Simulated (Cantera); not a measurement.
What does this Cantera script print?

```python
import numpy as np
import cantera as ct

gas_names = """
    F FO FO2 F2 F2O N NF NF2 NF3 NO NO2 NO3 N2 N2O O O2 O3 Si SiF SiF2 SiF3 SiF4 SiN SiO SiO2 Si2 Si2N
    Si3
""".split()
cond_names = """
    Si(cr) Si(L) SiO2(Lqz) SiO2(hqz) SiO2(L) Si2N2O(s) Si3N4(a)
""".split()


# ... load() reads the species with a 1 bar reference pressure and builds the phases ...
atoms = {
    'SiF4': {'Si': 1, 'F': 4},
    'NO': {'N': 1, 'O': 1},
}
top_T = {'Si2N2O(s)': 2100, 'Si3N4(a)': 2400}  # K; cautious upper limits of use, not melting points


# ... equilibrate(T, P, feed) seeds the gas with the atoms and calls Mixture.equilibrate('TP', solver="vcs", rtol=1e-11, max_steps=5000) ...
results = []
feed = {'SiF4': 1, 'NO': 6.1}  # mol
P = 32  # Pa
for T in [973, 1073, 1173, 1273, 1373, 1473, 1573, 1673, 1773, 1873, 1973, 2073]:
    mix = equilibrate(T, P, feed)
    results.append((T, P, feed, dict(zip(mix.species_names, mix.species_moles))))

top = {s: max(r[3][s] / sum(r[3][g] for g in gas_names) for r in results) for s in gas_names}
cols = sorted((s for s in top if top[s] > 0.0001), key=lambda s: -top[s])[:6]
seen = [c for c in cond_names if any(r[3].get(c, 0) > 1e-12 for r in results)]
print("log10 of partial pressures in bar; condensed amounts in mol")
print(f"{'T/K':>10s}" + "".join(f"{s[:9]:>10s}" for s in cols + seen))
for T, P, feed, n in results:
    ng = sum(n[g] for g in gas_names)
    print(f"{T:10.4g}" + "".join(f"{np.log10(max(n[s] / ng * P / 1e5, 1e-99)):10.3f}" for s in cols)
          + "".join(f"{n.get(c, 0):10.4g}" for c in seen))
```

It prints:

```
log10 of partial pressures in bar; condensed amounts in mol
       T/K        N2        O2      SiF4         O         F        NO SiO2(hqz)   SiO2(L)
       973    -3.862    -3.862    -4.346   -12.101   -13.117    -8.108 4.221e-10         0
      1073    -3.862    -3.862    -4.346   -10.836   -11.816    -7.651 8.391e-09         0
      1173    -3.862    -3.862    -4.346    -9.786   -10.734    -7.272  9.97e-08         0
      1273    -3.862    -3.862    -4.346    -8.899    -9.822    -6.952  7.94e-07         0
      1373    -3.862    -3.862    -4.346    -8.141    -9.041    -6.679 4.585e-06         0
      1473    -3.862    -3.862    -4.346    -7.485    -8.365    -6.443 2.024e-05         0
      1573    -3.863    -3.863    -4.346    -6.913    -7.774    -6.237 7.049e-05         0
      1673    -3.864    -3.864    -4.347    -6.408    -7.253    -6.056 0.0001905         0
      1773    -3.865    -3.867    -4.348    -5.961    -6.788    -5.897         0 0.0002962
      1873    -3.867    -3.872    -4.351    -5.562    -6.317    -5.757         0         0
      1973    -3.872    -3.882    -4.360    -5.207    -5.829    -5.635         0         0
      2073    -3.881    -3.904    -4.379    -4.891    -5.384    -5.533         0         0
```

Cantera equilibrium calculation (NASA polynomials, part measured and part estimated; ideal gas, pure solids and liquids). The tables' values for SiF3, SiO2, SiF2 are old estimates; treat these amounts as uncertain. The tables hold silica as quartz up to 1696 K and as liquid above; real silica turns to tridymite and cristobalite and melts near 1996 K.
